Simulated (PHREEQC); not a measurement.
A solution holds 0.0064 mol/kgw NH3, 0.00011 mol/kgw CO2 and 0.046 mol/kgw K2CO3, at 25 °C. Closed to the air; pH follows from the charge balance.

Equilibrium calculation in PHREEQC: ion-association model, wateq4f.dat.

Precipitation was switched off in this run.

Q: Estimate the pH.

A: pH 11.24.

Q: In which forms is N present?

A: NH3 99 %, NH4+ 1.3 % of the N.

Complexes and solids missing from the database can't appear.
